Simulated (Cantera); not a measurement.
An adiabatic, constant-pressure homogeneous reactor starts with C3H8 : O2 : N2 = 1 : 0.68 : 8.55 (molar parts), at 1100 K and 1.01 bar.

Cantera simulation using GRI-Mech 3.0 (53 species, 325 reactions); the numbers are that mechanism's predictions, not measurements. GRI-Mech 3.0 was tuned for natural gas; its chemistry of propane as a main component is partial and can be far from experiment. GRI-Mech 3.0 stops at C3 and has no aromatics, soot or wall deposition, so with more carbon than oxygen in the feed, carbon stays in small species such as C2H2 where larger ones or solid carbon would form.

One state of this run: T (K) = 1097; x C3H8 = 0.0941; x O2 = 0.0657; x C2H2 = 1.11e-6; x C2H = <1e-12; x CO = 8.78e-5; x CH3 = 1.93e-5; x NO = <1e-12. x: mole fraction; the columns are a selection and need not sum to one.

Question: Which value of t (s) does it belong to?
A) 0.0474
B) 0.000533
C) 0.00321
D) 0.0193

Answer: D, 0.0193
